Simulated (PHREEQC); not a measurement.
City or well water

Model water analysis in mg/kgw, 25 °C, pH 6.25, pe 1:

```json
[
 {"constituent": "Na", "mg/kgw": "20.1"},
 {"constituent": "K", "mg/kgw": "0.579"},
 {"constituent": "Ca", "mg/kgw": "175"},
 {"constituent": "Mg", "mg/kgw": "2.5"},
 {"constituent": "Cl", "mg/kgw": "159"},
 {"constituent": "S(6) as SO4", "mg/kgw": "42.2"},
 {"constituent": "Alkalinity as HCO3", "mg/kgw": "275"},
 {"constituent": "Zn", "mg/kgw": "1.43"},
 {"constituent": "B", "mg/kgw": "0.254"},
 {"constituent": "Fe(2)", "mg/kgw": "0.229"}
]
```

Valence states are taken as typed.

All values are PHREEQC results (ion-association model, wateq4f.dat), not measurements.

No solid was allowed to form.

**Question.** Estimate the charge-balance error.

**Answer.** charge-balance error 0.1 %.

**Question.** In which forms is Fe present?

**Answer.** Fe+2 76 %, FeHCO3+ 21 %, FeSO4 1.8 % of the Fe.

The database's zinc carbonate complexes are estimates, stronger than later reviews accept.
